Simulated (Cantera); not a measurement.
## Ignition delay

Mixture: 15.9 % CH₃OH, 18.3 % O₂, 65.9 % N₂, at 10.0 bar, adiabatic and at constant volume. Ignition delay is the time to a rise of 400 K.

Detailed kinetics in Cantera: GRI-Mech 3.0 (53 species, 325 reactions). GRI-Mech 3.0 was tuned for natural gas; its chemistry of methanol as a main component is partial and can be far from experiment.

```csv
T0 (K),delay (ms)
1098,8.98
1198,1.40
1298,0.293
1398,0.0787
1498,0.0261
1598,0.0103
1698,0.00463
```

The apparent activation energy between 1498 and 1698 K is 180 kJ/mol.
